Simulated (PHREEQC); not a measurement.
A solution holds 0.032 mol HF, 1.84e-05 mol NaF and 0.00102 mol (NH4)2SiF6 per kg of water, at 25 °C. Closed to the air; pH follows from the charge balance.

The numbers come from PHREEQC with the ion-association model, phreeqc.dat.

### Question
The ionic strength comes out as 0.00792 mol/kgw. What activity coefficients do H+, NH4+, HF2-, SiF6-2, F- get?

### Answer
H+ 0.92, NH4+ 0.91, HF2- 0.91, SiF6-2 0.70, F- 0.91.

No solid was allowed to form. SiF6-2 is the database's only silicon fluoride.
